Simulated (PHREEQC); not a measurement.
# Reverse-osmosis permeate (model solution)

A made-up water analysis in mg/kgw, 72 °C, pH 5.79, pe 10.8:

```tsv
constituent	mg/kgw
Na	1.83
K	4.44
Ca	9.93
Mg	0.536
Cl	1.44
S(6) as SO4	4.82
Alkalinity as HCO3	37.6
Ba	1.15
B	0.00158
N(5) as NO3	0.0512
```

Valence states are taken as typed.

Equilibrium calculation in PHREEQC: ion-association model, wateq4f.dat.

Precipitation was switched off in this run.

**Question.** What charge-balance error does the model give?

**Answer.** charge-balance error -0.6 %.

**Question.** In which forms is C present?

**Answer.** CO2 76 %, HCO3- 24 % of the C.

Constants without temperature data keep their 25 °C values here.
